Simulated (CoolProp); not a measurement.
p-xylene along the isobar 4.17 MPa: fugacity coefficient from the reference equation and from simpler models built on Tc = 616.2 K, pc = 3.532 MPa, ω = 0.324; each cubic takes its own stable root.

The numbers come from the reference Helmholtz-energy equation of state, Zhou 2012 in CoolProp.

```json
[
 {"T (K)": "524.3", "phase": "liquid", "reference": "0.2233", "van der Waals": "0.3904", "Redlich-Kwong": "0.2920", "Soave-Redlich-Kwong": "0.2380", "Peng-Robinson": "0.2287"},
 {"T (K)": "530.7", "phase": "liquid", "reference": "0.2425", "van der Waals": "0.4062", "Redlich-Kwong": "0.3112", "Soave-Redlich-Kwong": "0.2586", "Peng-Robinson": "0.2484"},
 {"T (K)": "537.1", "phase": "liquid", "reference": "0.2625", "van der Waals": "0.4222", "Redlich-Kwong": "0.3308", "Soave-Redlich-Kwong": "0.2800", "Peng-Robinson": "0.2690"},
 {"T (K)": "543.5", "phase": "liquid", "reference": "0.2834", "van der Waals": "0.4382", "Redlich-Kwong": "0.3509", "Soave-Redlich-Kwong": "0.3023", "Peng-Robinson": "0.2904"},
 {"T (K)": "549.8", "phase": "liquid", "reference": "0.3046", "van der Waals": "0.4541", "Redlich-Kwong": "0.3710", "Soave-Redlich-Kwong": "0.3251", "Peng-Robinson": "0.3122"},
 {"T (K)": "556.2", "phase": "liquid", "reference": "0.3270", "van der Waals": "0.4702", "Redlich-Kwong": "0.3917", "Soave-Redlich-Kwong": "0.3489", "Peng-Robinson": "0.3350"},
 {"T (K)": "562.6", "phase": "liquid", "reference": "0.3501", "van der Waals": "0.4864", "Redlich-Kwong": "0.4126", "Soave-Redlich-Kwong": "0.3733", "Peng-Robinson": "0.3585"},
 {"T (K)": "569", "phase": "liquid", "reference": "0.3738", "van der Waals": "0.5026", "Redlich-Kwong": "0.4338", "Soave-Redlich-Kwong": "0.3983", "Peng-Robinson": "0.3826"},
 {"T (K)": "575.3", "phase": "liquid", "reference": "0.3977", "van der Waals": "0.5186", "Redlich-Kwong": "0.4548", "Soave-Redlich-Kwong": "0.4234", "Peng-Robinson": "0.4068"},
 {"T (K)": "581.7", "phase": "liquid", "reference": "___", "van der Waals": "0.5347", "Redlich-Kwong": "0.4761", "Soave-Redlich-Kwong": "0.4493", "Peng-Robinson": "0.4317"},
 {"T (K)": "588.1", "phase": "liquid", "reference": "0.4477", "van der Waals": "___", "Redlich-Kwong": "0.4975", "Soave-Redlich-Kwong": "0.4755", "Peng-Robinson": "0.4568"},
 {"T (K)": "594.5", "phase": "liquid", "reference": "0.4731", "van der Waals": "0.5668", "Redlich-Kwong": "0.5188", "Soave-Redlich-Kwong": "0.5017", "Peng-Robinson": "0.4821"},
 {"T (K)": "600.9", "phase": "liquid", "reference": "0.4988", "van der Waals": "0.5825", "Redlich-Kwong": "0.5399", "Soave-Redlich-Kwong": "0.5279", "Peng-Robinson": "0.5074"},
 {"T (K)": "607.2", "phase": "liquid", "reference": "0.5241", "van der Waals": "0.5979", "Redlich-Kwong": "0.5603", "Soave-Redlich-Kwong": "0.5533", "Peng-Robinson": "0.5320"},
 {"T (K)": "613.6", "phase": "liquid", "reference": "0.5495", "van der Waals": "0.6132", "Redlich-Kwong": "0.5806", "Soave-Redlich-Kwong": "0.5787", "Peng-Robinson": "0.5565"},
 {"T (K)": "620", "phase": "supercritical", "reference": "0.5745", "van der Waals": "0.6281", "Redlich-Kwong": "0.6002", "Soave-Redlich-Kwong": "___", "Peng-Robinson": "0.5800"}
]
```

Problem. Fill in the missing entries.

Solution. 
- 581.7, reference: 0.4225
- 588.1, van der Waals: 0.5508
- 620, Soave-Redlich-Kwong: 0.6030
